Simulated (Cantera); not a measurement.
An isothermal, constant-pressure homogeneous reactor starts with C2H6 : H2 = 1 : 91 (molar parts), at 1350 K and 100.0 Torr. Integrator tolerance rtol = 1e-08.

Detailed kinetics in Cantera: GRI-Mech 3.0 (53 species, 325 reactions). GRI-Mech 3.0 stops at C3 and has no aromatics, soot or wall deposition, so with more carbon than oxygen in the feed, carbon stays in small species such as C2H2 where larger ones or solid carbon would form.

Question: What does this change do: pressure from 100.0 Torr to 20.0 Torr?

Answer: 
```
quantity                                             before                                      after
----------------  -----------------------------------------  -----------------------------------------
x(C2H6) at 100 s    1.31e-6 (gas-phase equilibrium 6.89e-7)    1.75e-7 (gas-phase equilibrium 1.76e-7)
x(H2) at 100 s          0.981 (gas-phase equilibrium 0.979)        0.985 (gas-phase equilibrium 0.984)
x(C2H4) at 100 s  0.000412 (gas-phase equilibrium 0.000171)  0.000236 (gas-phase equilibrium 0.000218)
x(H) at 100 s       7.44e-6 (gas-phase equilibrium 6.50e-6)    1.49e-5 (gas-phase equilibrium 1.46e-5)
x(CH4) at 100 s       0.0165 (gas-phase equilibrium 0.0196)    0.00897 (gas-phase equilibrium 0.00994)
x(C2H) at 100 s   1.09e-11 (gas-phase equilibrium 3.90e-12)  6.07e-11 (gas-phase equilibrium 5.50e-11)
```
Radical loss at walls, strong at low pressure, is not modelled.

Question: What does this change do: C2H6 1 to 0.14 parts?

Answer: 
| quantity | before | after |
|---|---|---|
| x(C2H6) at 100 s | 1.31e-6 (gas-phase equilibrium 6.89e-7) | 1.35e-7 (gas-phase equilibrium 1.61e-8) |
| x(H2) at 100 s | 0.981 (gas-phase equilibrium 0.979) | 0.997 (gas-phase equilibrium 0.997) |
| x(C2H4) at 100 s | 0.000412 (gas-phase equilibrium 0.000171) | 4.80e-5 (gas-phase equilibrium 3.94e-6) |
| x(H) at 100 s | 7.44e-6 (gas-phase equilibrium 6.50e-6) | 7.68e-6 (gas-phase equilibrium 6.56e-6) |
| x(CH4) at 100 s | 0.0165 (gas-phase equilibrium 0.0196) | 0.00248 (gas-phase equilibrium 0.00302) |
| x(C2H) at 100 s | 1.09e-11 (gas-phase equilibrium 3.90e-12) | 1.28e-12 (gas-phase equilibrium <1e-12) |
